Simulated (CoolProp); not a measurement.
Octamethylcyclotetrasiloxane (D4) along the isotherm 571.2 K: density (kg/m³) from the reference equation and from simpler models built on Tc = 586.5 K, pc = 1.347 MPa, ω = 0.598; each cubic takes its own stable root.

Values from CoolProp's reference Helmholtz-energy equation of state, Thol 2015.

```
p (MPa)  phase  reference
-------  -----  ---------
0.0674     gas      4.294
0.135      gas      8.784
0.202      gas      13.44
0.269      gas      18.31
0.337      gas      23.53
0.404      gas      28.96
0.472      gas      34.82
0.539      gas      40.99
0.606      gas      47.65
0.674      gas      55.00
```

**Question.** How far does each simpler model (van der Waals, Redlich-Kwong, Soave-Redlich-Kwong) lie from the reference over these 10 states: mean and median of the absolute difference, and the worst?

**Answer.** 
- van der Waals: mean 2.7 %, median 2.5 %, worst -5.7 % at 571.2 K and 0.674 MPa
- Redlich-Kwong: mean 1.1 %, median 0.9 %, worst -2.5 % at 571.2 K and 0.674 MPa
- Soave-Redlich-Kwong: mean 0.6 %, median 0.5 %, worst -1.4 % at 571.2 K and 0.674 MPa
